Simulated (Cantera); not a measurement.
A closed system holds: 1 mol Si, 27 mol HCl, held at 23.0 mbar.

Equilibrium computed with Cantera from the NASA thermochemical tables; the gas is ideal and each condensed phase is pure. Candidate condensed phases: Si; 19 gas species. Kinetics and transport are ignored. All values below are at 700 °C.

Base state: HCl 0.885, H2 0.0769, SiCl4 0.0384, SiHCl3 1.88e-5 (mole fractions); condensed: gas only.

What changes in the equilibrium state with this change: 0.12 mol HF added?


```csv
species,before,after
HCl,0.885,0.885
H2,0.0769,0.0765
SiCl4,0.0384,0.0372
SiF4,0,0.00107
HF,0,0.000297
SiHCl3,1.88e-5,1.81e-5
```
